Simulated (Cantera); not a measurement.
A perfectly stirred reactor is fed with 31.6 % H2, 14.4 % O2, 54.0 % N2, at 10.0 bar; it is adiabatic with a 600 K inlet, and is followed from long to short residence time, starting on the burning branch (τ in s: 0.027, 0.015, 0.0085, 0.0048, 0.0027, 0.0015, 0.00084, 0.00047, 0.00026, 0.00015, 8.3e-05, 4.6e-05, 2.6e-05).

Model: GRI-Mech 3.0 (53 species, 325 reactions), integrated in Cantera. The hydrogen kinetics of GRI-Mech 3.0 are dated; newer H2 mechanisms differ, most at raised pressure.

Task: Predict: blow-out, bracketed by the residence times tried; x(H2) at τ = 27.0 ms; x(O2) at τ = 27.0 ms; x(H2O2) at τ = 27.0 ms; x(NO) at τ = 27.0 ms; x(N2O) at τ = 27.0 ms; x(H2) at τ = 0.840 ms; x(O2) at τ = 0.840 ms; x(H2O2) at τ = 0.840 ms; x(NO) at τ = 0.840 ms; x(N2O) at τ = 0.840 ms.

Result: 
```json
{
  "blow_out_bracketed_by_the_residence_times_tried": "burning at 26.0 µs, the shortest tried",
  "x(H2) at τ = 27.0 ms": "0.0381",
  "x(O2) at τ = 27.0 ms": "0.000890",
  "x(H2O2) at τ = 27.0 ms": "2.83e-7",
  "x(NO) at τ = 27.0 ms": "0.00160",
  "x(N2O) at τ = 27.0 ms": "2.57e-7",
  "x(H2) at τ = 0.840 ms": "0.0390",
  "x(O2) at τ = 0.840 ms": "0.00153",
  "x(H2O2) at τ = 0.840 ms": "4.09e-7",
  "x(NO) at τ = 0.840 ms": "0.000975",
  "x(N2O) at τ = 0.840 ms": "2.49e-7"
}
```
